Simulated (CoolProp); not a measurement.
Vapour-liquid equilibrium of CH2F2 (R32) (1) + R143a (2) at 1.26 MPa; x and y are mole fractions of (1).

Model: multi-fluid Helmholtz-energy mixture model, Tillner-Roth 1997 and Lemmon and Jacobsen 2000; pair parameters Bell 2016, in CoolProp.

```
x      bubble temperature, mixture model (K)  bubble temperature, Raoult's law (K)  y, mixture model  y, Raoult's law
-----  -------------------------------------  ------------------------------------  ----------------  ---------------
0.05                                     ___                                 297.5             0.071            0.066
0.125                                  295.3                                 296.5             0.168            0.160
0.2                                    293.8                                 295.6             0.258            0.250
0.275                                  292.6                                 294.7               ___            0.336
0.35                                   291.5                                 293.9             0.416            0.418
0.425                                  290.5                                 293.1             0.488            0.497
0.5                                    289.7                                 292.3             0.555            0.571
0.575                                  289.1                                 291.5             0.621            0.643
0.65                                   288.5                                 290.8               ___            0.712
0.725                                  288.1                                 290.1             0.748            0.778
0.8                                    287.8                                 289.4             0.813            0.842
0.875                                  287.6                                 288.7             0.879            0.903
0.95                                   287.5                                 288.0             0.950            0.962
```

What belongs in the gaps?


- 0.05, bubble temperature, mixture model (K): 296.9
- 0.275, y, mixture model: 0.340
- 0.65, y, mixture model: 0.685

The largest gap from Raoult's law is -2.6 K in bubble temperature, at x = 0.5. y crosses x between x = 0.875 and 0.95: the model has an azeotrope there.

The pair parameters rest on a limited set of measurements; away from them the model extrapolates.
